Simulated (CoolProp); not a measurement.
Properties of the fluoroketone C6F12O (FK-5-1-12) along the isobar 64.7 bar (Tc = 441.8 K, pc = 18.69 bar, ω = 0.471).

Computed with CoolProp (reference Helmholtz-energy equation of state, McLinden 2015).

```csv
T (K),phase,density (kg/m³),cv (kJ/(kg K)),speed of sound (m/s),Joule-Thomson coefficient (K/MPa),expansivity (1/kK)
248.1,liquid,1762,0.8754,698.5,-0.3332,1.463
263.7,liquid,1722,0.8758,651.7,-0.3226,1.511
279.3,liquid,1681,0.8791,606.2,-0.3079,1.571
294.9,liquid,1639,0.8849,562.0,-0.2888,1.642
310.6,liquid,1597,0.8931,518.9,-0.2645,1.728
326.2,liquid,1553,0.9031,477.6,-0.2345,1.830
341.8,liquid,1508,0.9149,437.8,-0.1976,1.951
357.4,liquid,1461,0.9281,399.6,-0.1521,2.094
373.1,liquid,1412,0.9425,362.9,-0.09526,2.266
388.7,liquid,1361,0.9577,328.0,-0.02436,2.473
404.3,liquid,1307,0.9737,294.7,0.06619,2.728
420,liquid,1249,0.9902,262.9,0.1850,3.047
435.6,liquid,1188,1.007,233.0,0.3418,3.447
451.2,supercritical,1121,1.024,205.1,0.5515,3.947
```
